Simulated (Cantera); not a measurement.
Cantera run:

```python
import numpy as np
import cantera as ct

gas_names = """
    O3 N N2O NF3 F2 O2 NO2
""".split()
cond_names = """

""".split()


def load(file, names, dense=False):
    # The tables refer to 1 bar. Condensed volumes are neglected.
    table = {s.name: s for s in ct.Species.list_from_file(file)}
    out = []
    for n in names:
        d = dict(table[n].input_data)
        d["thermo"] = dict(d["thermo"], **{"reference-pressure": 1e5})
        if dense:
            d["equation-of-state"] = {"model": "constant-volume", "density": "1e6 g/cm^3"}
        out.append(ct.Species.from_dict(d))
    return out


species = {s.name: s for s in load("nasa_gas.yaml", gas_names) + load("nasa_condensed.yaml", cond_names)}
# Each term lists the table entries of one substance; the one whose range holds T is used.
reactions = {
    'O3(g) + 6 N(g) = 3 N2O(g)':
        [(-1, ['O3']), (-6, ['N']), (3, ['N2O'])],
    '2 NF3(g) = 3 F2(g) + 2 N(g)':
        [(-2, ['NF3']), (3, ['F2']), (2, ['N'])],
    '2 O2(g) + 2 NF3(g) = 2 NO2(g) + 3 F2(g)':
        [(-2, ['O2']), (-2, ['NF3']), (2, ['NO2']), (3, ['F2'])],
    '2 O3(g) = 3 O2(g)':
        [(-2, ['O3']), (3, ['O2'])],
}


def pick(names, T):
    return next(species[n] for n in names if species[n].thermo.min_temp <= T <= species[n].thermo.max_temp)


results = []
for label, terms in reactions.items():
    print(label)
    print("     T/K   dH/kJ  dS/(J/K)   dG/kJ   log10 K")
    for T in [725, 800, 875, 950, 1025, 1100, 1175, 1250]:
        used = [(nu, pick(names, T)) for nu, names in terms]
        dH = sum(nu * s.thermo.h(T) for nu, s in used) / 1e6
        dS = sum(nu * s.thermo.s(T) for nu, s in used) / 1e3
        dG = dH - T * dS / 1e3
        logK = -dG * 1e6 / (ct.gas_constant * T * np.log(10))
        results.append((label, T, dH, dS, dG, logK, [s.name for _, s in used]))
        print(f"{T:8g} {dH:8.1f} {dS:8.1f} {dG:8.1f} {logK:8.2f}")
```

Output:

```
O3(g) + 6 N(g) = 3 N2O(g)
     T/K   dH/kJ  dS/(J/K)   dG/kJ   log10 K
     725  -2747.9   -531.2  -2362.8   170.23
     800  -2749.6   -533.4  -2322.9   151.66
     875  -2751.1   -535.2  -2282.8   136.27
     950  -2752.4   -536.6  -2242.6   123.30
    1025  -2753.5   -537.8  -2202.3   112.23
    1100  -2754.5   -538.7  -2161.9   102.66
    1175  -2755.3   -539.4  -2121.5    94.31
    1250  -2756.0   -540.0  -2081.0    86.96
2 NF3(g) = 3 F2(g) + 2 N(g)
     T/K   dH/kJ  dS/(J/K)   dG/kJ   log10 K
     725   1212.7    403.5    920.2   -66.29
     800   1212.4    403.2    889.9   -58.10
     875   1212.1    402.7    859.7   -51.32
     950   1211.6    402.2    829.5   -45.61
    1025   1211.0    401.6    799.4   -40.74
    1100   1210.4    401.0    769.3   -36.53
    1175   1209.7    400.4    739.2   -32.86
    1250   1209.0    399.9    709.2   -29.64
2 O2(g) + 2 NF3(g) = 2 NO2(g) + 3 F2(g)
     T/K   dH/kJ  dS/(J/K)   dG/kJ   log10 K
     725    328.6    151.0    219.1   -15.79
     800    327.7    149.8    207.8   -13.57
     875    326.7    148.7    196.6   -11.74
     950    325.7    147.6    185.5   -10.20
    1025    324.8    146.6    174.5    -8.89
    1100    323.8    145.7    163.5    -7.77
    1175    322.8    144.8    152.6    -6.79
    1250    321.8    144.0    141.8    -5.93
2 O3(g) = 3 O2(g)
     T/K   dH/kJ  dS/(J/K)   dG/kJ   log10 K
     725   -284.0    137.7   -383.8    27.65
     800   -284.5    137.0   -394.1    25.73
     875   -285.0    136.5   -404.4    24.14
     950   -285.5    135.9   -414.6    22.79
    1025   -286.0    135.4   -424.7    21.64
    1100   -286.5    134.9   -434.9    20.65
    1175   -286.9    134.6   -445.0    19.78
    1250   -287.2    134.3   -455.1    19.02
```

Cantera with NASA thermochemical tables; ideal gases at 1 bar, condensed phases pure. Condensed species are held in their standard states even where they would react or evaporate.
